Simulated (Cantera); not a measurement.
A closed system holds: 1 mol Si2Cl6, 0.91 mol NH3, 0.28 mol H2, at 1802 °C and 4.40 mbar.

Method: chemical equilibrium by Gibbs-energy minimisation in Cantera with the NASA 1993 tables (ideal gas, pure condensed phases). Candidate condensed phases: NH4Cl, Si, Si3N4; 28 gas species. The feed counts by its element totals alone. The tables' values for SiCl, SiCl3, SiN are old estimates; treat these amounts as uncertain. The numbers say what is thermodynamically allowed, not how fast it happens.

Base state: SiCl2 0.368, HCl 0.360, H2 0.127, N2 0.0869, Cl 0.0300, H 0.0143, SiCl 0.00533, SiCl3 0.00441 (mole fractions); condensed: gas only.

What changes in the equilibrium state with this change: H2 from 0.28 to 1.7 mol?


```csv
species,before,after
HCl,0.360,0.305
H2,0.127,0.292
SiCl2,0.368,0.278
Cl,0.0300,0.0167
H,0.0143,0.0217
N2,0.0869,0.0676
Si2,7.61e-6,4.51e-5
SiH2,3.31e-6,1.86e-5
Si2N,3.24e-6,1.70e-5
SiCl4,5.43e-5,1.28e-5
SiH,5.11e-5,0.000189
```
Gases not in the tables: Si2H6 and higher silanes.

What changes in the equilibrium state with this change: H2 from 0.28 to 7.5 mol?


```json
[
 {"species": "H2", "before": "0.127", "after": "0.575"},
 {"species": "HCl", "before": "0.360", "after": "0.197"},
 {"species": "SiCl2", "before": "0.368", "after": "0.127"},
 {"species": "Si", "before": "0.00378", "after": "0.0198"},
 {"species": "Cl", "before": "0.0300", "after": "0.00769"},
 {"species": "N2", "before": "0.0869", "after": "0.0353"},
 {"species": "H", "before": "0.0143", "after": "0.0304"},
 {"species": "Si3", "before": "2.57e-7", "after": "3.69e-5"},
 {"species": "SiCl4", "before": "5.43e-5", "after": "1.23e-6"},
 {"species": "Si2", "before": "7.61e-6", "after": "0.000209"},
 {"species": "SiH2", "before": "3.31e-6", "after": "7.87e-5"},
 {"species": "Si2N", "before": "3.24e-6", "after": "5.67e-5"}
]
```
Gases not in the tables: Si2H6 and higher silanes.

What changes in the equilibrium state with this change: Si2Cl6 replaced by SiH2Cl2?


| species | before | after |
|---|---|---|
| H2 | 0.127 | 0.512 |
| HCl | 0.360 | 0.178 |
| SiCl2 | 0.368 | 0.136 |
| Si | 0.00378 | 0.0232 |
| Cl | 0.0300 | 0.00736 |
| H | 0.0143 | 0.0287 |
| N2 | 0.0869 | 0.106 |
| Si3 | 2.57e-7 | 5.91e-5 |
| SiCl4 | 5.43e-5 | 1.20e-6 |
| Si2N | 3.24e-6 | 0.000134 |
| Si2 | 7.61e-6 | 0.000286 |
| SiH2 | 3.31e-6 | 8.20e-5 |
| Si(l), mol | 0 | 0.274 |
Gases not in the tables: Si2H6 and higher silanes.
